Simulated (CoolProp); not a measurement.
A simple Rankine cycle with water: condensing at 326.15 K, boiler at 8.04 MPa, turbine inlet 570.5 K, turbine efficiency 0.7, pump efficiency 0.7, no recuperator. Each further row changes one setting.

Values from CoolProp's reference Helmholtz-energy equation of state, Wagner 2002.

```json
[
 {"case": "as stated", "thermal efficiency (%)": "24.7", "net work (kJ/kg)": "626", "heat in (kJ/kg)": "2540", "turbine exit temperature (K)": "326.1", "volume ratio over the turbine": "355"},
 {"case": "turbine inlet 590.5 K", "thermal efficiency (%)": "24.9", "net work (kJ/kg)": "655", "heat in (kJ/kg)": "2630", "turbine exit temperature (K)": "326.1", "volume ratio over the turbine": "331"},
 {"case": "condensing temperature 318.15 K", "thermal efficiency (%)": "25.5", "net work (kJ/kg)": "654", "heat in (kJ/kg)": "2570", "turbine exit temperature (K)": "318.1", "volume ratio over the turbine": "515"},
 {"case": "boiler pressure 5.63 MPa", "thermal efficiency (%)": "23.9", "net work (kJ/kg)": "636", "heat in (kJ/kg)": "2660", "turbine exit temperature (K)": "326.1", "volume ratio over the turbine": "230"},
 {"case": "turbine efficiency 0.6", "thermal efficiency (%)": "21.1", "net work (kJ/kg)": "535", "heat in (kJ/kg)": "2540", "turbine exit temperature (K)": "326.1", "volume ratio over the turbine": "372"}
]
```

The expansion ends wet for: as stated; turbine inlet 590.5 K; condensing temperature 318.15 K; boiler pressure 5.63 MPa; turbine efficiency 0.6.
